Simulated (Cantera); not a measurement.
Input: 1 mol C2H6, 1.4 mol H2, 26 mol N2, at 24.0 bar.

Equilibrium computed with Cantera from the NASA thermochemical tables; the gas is ideal and each condensed phase is pure. Candidate condensed phases: C, C6H6, C7H8, C8H18; 92 gas species. Equilibrium is a limit: real reactors are often held back by kinetics, nucleation or transport.

**Question.** At 1798 K, list the 5 most abundant gas species with their mole fractions, and the condensed phases.

**Answer.** N2 0.854, H2 0.143, HCN 0.00212, CH4 0.000379, HNC 8.02e-5. Condensed: C(graphite).
